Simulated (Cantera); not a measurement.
A Cantera script and what it prints.

```python
import numpy as np
import cantera as ct

gas_names = """
    H HO2 H2 H2O H2O2 O OH O2 O3 Si SiH SiH2 SiH3 SiH4 SiO SiO2 Si2 Si3
""".split()
cond_names = """
    H2O(s) H2O(L) Si(cr) Si(L) SiO2(Lqz) SiO2(hqz) SiO2(L)
""".split()


# ... load() reads the species with a 1 bar reference pressure and builds the phases ...
atoms = {
    'SiO2': {'Si': 1, 'O': 2},
    'Si': {'Si': 1},
    'H2': {'H': 2},
}
top_T = {}  # K; cautious upper limits of use, not melting points


# ... equilibrate(T, P, feed) seeds the gas with the atoms and calls Mixture.equilibrate('TP', solver="vcs", rtol=1e-11, max_steps=5000) ...
results = []
feed = {'SiO2': 1, 'Si': 0.075, 'H2': 2.9}  # mol
P = 560000  # Pa
for T in [1523, 1548, 1573, 1598, 1623, 1648, 1673, 1698, 1723, 1748]:
    mix = equilibrate(T, P, feed)
    results.append((T, P, feed, dict(zip(mix.species_names, mix.species_moles))))
    x = sorted(zip(gas.X, gas.species_names), reverse=True)
    print(f"T = {T:g} K  P = {P:g} Pa  gas = {mix.phase_moles(0):.4g} mol")
    print("   x: " + "  ".join(f"{s} {v:.3e}" for v, s in x if v > 1e-06))
    print("   condensed (mol): " + ("  ".join(f"{mix.phase(i).name} {mix.phase_moles(i):.4g}"
          for i in range(1, mix.n_phases) if mix.phase_moles(i) > 1e-12) or "none"))
```

Result:

```
T = 1523 K  P = 560000 Pa  gas = 2.9 mol
   x: H2 9.998e-01  SiO 1.397e-04  H 9.766e-06  SiH4 5.908e-06  H2O 4.216e-06  SiH2 2.005e-06
   condensed (mol): Si(cr) 0.07478  SiO2(hqz) 0.9998
T = 1548 K  P = 560000 Pa  gas = 2.901 mol
   x: H2 9.998e-01  SiO 2.156e-04  H 1.301e-05  SiH4 6.084e-06  H2O 5.441e-06  SiH2 2.725e-06
   condensed (mol): Si(cr) 0.07467  SiO2(hqz) 0.9997
T = 1573 K  P = 560000 Pa  gas = 2.901 mol
   x: H2 9.996e-01  SiO 3.280e-04  H 1.718e-05  H2O 6.964e-06  SiH4 6.259e-06  SiH2 3.668e-06
   condensed (mol): Si(cr) 0.07451  SiO2(hqz) 0.9995
T = 1598 K  P = 560000 Pa  gas = 2.901 mol
   x: H2 9.995e-01  SiO 4.922e-04  H 2.249e-05  H2O 8.843e-06  SiH4 6.434e-06  SiH2 4.891e-06
   condensed (mol): Si(cr) 0.07427  SiO2(hqz) 0.9993
T = 1623 K  P = 560000 Pa  gas = 2.902 mol
   x: H2 9.992e-01  SiO 7.292e-04  H 2.920e-05  H2O 1.114e-05  SiH4 6.607e-06  SiH2 6.463e-06
   condensed (mol): Si(cr) 0.07392  SiO2(hqz) 0.9989
T = 1648 K  P = 560000 Pa  gas = 2.903 mol
   x: H2 9.989e-01  SiO 1.067e-03  H 3.761e-05  H2O 1.394e-05  SiH2 8.465e-06  SiH4 6.778e-06
   condensed (mol): Si(cr) 0.07343  SiO2(hqz) 0.9984
T = 1673 K  P = 560000 Pa  gas = 2.905 mol
   x: H2 9.984e-01  SiO 1.543e-03  H 4.808e-05  H2O 1.731e-05  SiH2 1.100e-05  SiH4 6.947e-06
   condensed (mol): Si(cr) 0.07273  SiO2(hqz) 0.9977
T = 1698 K  P = 560000 Pa  gas = 2.906 mol
   x: H2 9.977e-01  SiO 2.187e-03  H 6.104e-05  H2O 2.153e-05  SiH2 1.394e-05  SiH4 6.993e-06
   condensed (mol): Si(L) 0.07179  SiO2(L) 0.9968
T = 1723 K  P = 560000 Pa  gas = 2.909 mol
   x: H2 9.969e-01  SiO 3.003e-03  H 7.694e-05  H2O 2.696e-05  SiH2 1.693e-05  SiH4 6.793e-06
   condensed (mol): Si(L) 0.0706  SiO2(L) 0.9956
T = 1748 K  P = 560000 Pa  gas = 2.912 mol
   x: H2 9.958e-01  SiO 4.085e-03  H 9.635e-05  H2O 3.354e-05  SiH2 2.044e-05  SiH4 6.601e-06
   condensed (mol): Si(L) 0.06902  SiO2(L) 0.994
```

Cantera equilibrium calculation (NASA polynomials, part measured and part estimated; ideal gas, pure solids and liquids). Each liquid is taken as pure. Mutual solubility and eutectic melting of coexisting phases are not modelled. The tables hold silica as quartz up to 1696 K and as liquid above; real silica turns to tridymite and cristobalite and melts near 1996 K. Gases not in the tables: Si2H6 and higher silanes.
